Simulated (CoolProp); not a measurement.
A closed Brayton cycle with carbon dioxide: compressor inlet 314.15 K and 9.4 MPa, high pressure 23.8 MPa, turbine inlet 700 K, compressor efficiency 0.89, turbine efficiency 0.9, recuperator effectiveness 0.8 (on enthalpy, no pinch check). Each further row changes one setting.

Values from CoolProp's reference Helmholtz-energy equation of state, Span 1996.

```json
[
 {"case": "as stated", "thermal efficiency (%)": "[?]", "net work (kJ/kg)": "74.7", "compressor to turbine work": "0.26", "compressor exit (K)": "352.6", "turbine exit (K)": "598.1"},
 {"case": "turbine inlet 650 K", "thermal efficiency (%)": "25.6", "net work (kJ/kg)": "65.7", "compressor to turbine work": "0.29", "compressor exit (K)": "352.6", "turbine exit (K)": "551.8"},
 {"case": "compressor inlet 324.15 K", "thermal efficiency (%)": "[?]", "net work (kJ/kg)": "[?]", "compressor to turbine work": "0.39", "compressor exit (K)": "390.7", "turbine exit (K)": "598.1"},
 {"case": "high pressure 20.2 MPa", "thermal efficiency (%)": "24.8", "net work (kJ/kg)": "[?]", "compressor to turbine work": "0.24", "compressor exit (K)": "[?]", "turbine exit (K)": "[?]"},
 {"case": "recuperator effectiveness 0.5", "thermal efficiency (%)": "20.4", "net work (kJ/kg)": "74.7", "compressor to turbine work": "0.26", "compressor exit (K)": "352.6", "turbine exit (K)": "598.1"}
]
```

Task: Complete the blanks.

Result: 
- as stated, thermal efficiency (%): 27.0
- compressor inlet 324.15 K, thermal efficiency (%): 26.0
- compressor inlet 324.15 K, net work (kJ/kg): 61.7
- high pressure 20.2 MPa, net work (kJ/kg): 64.4
- high pressure 20.2 MPa, compressor exit (K): 345.4
- high pressure 20.2 MPa, turbine exit (K): 615.7
